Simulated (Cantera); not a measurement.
# Thermodynamics of silicon oxide and oxynitride deposition, feed HMDSO + O3 + H2

Charge: 1 mol HMDSO, 2 mol O3, 54 mol H2, at 0.390 bar.

Equilibrium computed with Cantera from the NASA thermochemical tables; the gas is ideal and each condensed phase is pure. Candidate condensed phases: C, C6H6, C7H8, C8H18, H2O, Si, SiC, SiO2; 123 gas species. The feed counts by its element totals alone. Mutual solubility and eutectic melting of coexisting phases are not modelled. The tables hold silica as quartz up to 1696 K and as liquid above; real silica turns to tridymite and cristobalite and melts near 1996 K. Rates play no part.

```tsv
T (°C)	x H2	x CH4	x CO	x H2O	x SiO	x CO2	x H	x C2H2 (acetylene)	n SiO2(α-quartz)	n SiO2(β-quartz)	n C(graphite)	n SiC(s)	n SiO2(condensed)
527	0.845	0.103	0.00177	0.0498	<1e-12	0.000438	4.26e-12	<1e-12	2.00	0	0	0	0
627	0.876	0.0754	0.0232	0.0239	<1e-12	0.00146	1.75e-10	3.21e-11	0	2.00	0	0	0
727	0.922	0.0316	0.0407	0.00578	<1e-12	0.000366	3.49e-9	1.05e-9	0	2.00	1.38	0	0
827	0.942	0.0124	0.0445	0.00146	<1e-12	6.81e-5	4.02e-8	1.25e-8	0	2.00	2.29	0	0
927	0.949	0.00555	0.0453	0.000435	1.74e-10	1.51e-5	3.08e-7	9.74e-8	0	2.00	2.67	0	0
1027	0.952	0.00278	0.0454	0.000154	3.34e-8	4.16e-6	1.73e-6	5.48e-7	0	2.00	2.83	0	0
1127	0.953	0.00153	0.0455	6.29e-5	2.98e-6	1.38e-6	7.60e-6	2.40e-6	0	2.00	2.90	0	0
1227	0.941	0.000888	0.0579	3.65e-5	0.000113	8.67e-7	2.73e-5	8.49e-6	0	1.56	1.64	0.430	0
1327	0.925	0.000236	0.0736	5.35e-5	0.00114	1.42e-6	8.37e-5	4.78e-6	0	0.953	0	0.970	0
1427	0.915	6.58e-5	0.0756	7.08e-5	0.00915	1.71e-6	0.000226	2.27e-6	0	0	0	0.790	0.580
1527	0.899	3.46e-5	0.0785	5.50e-5	0.0214	1.26e-6	0.000544	3.21e-6	0	0	0	0.500	0
```
x: gas mole fraction; n: condensed amount in mol.

At 527 °C the condensed part is SiO2(α-quartz). At 627 °C the condensed part is SiO2(β-quartz). From 727 °C to 1127 °C the condensed part is C(graphite) + SiO2(β-quartz). At 1227 °C the condensed part is C(graphite) + SiC(s) + SiO2(β-quartz). At 1327 °C the condensed part is SiC(s) + SiO2(β-quartz). At 1427 °C the condensed part is SiC(s) + SiO2(condensed). At 1527 °C the condensed part is SiC(s).
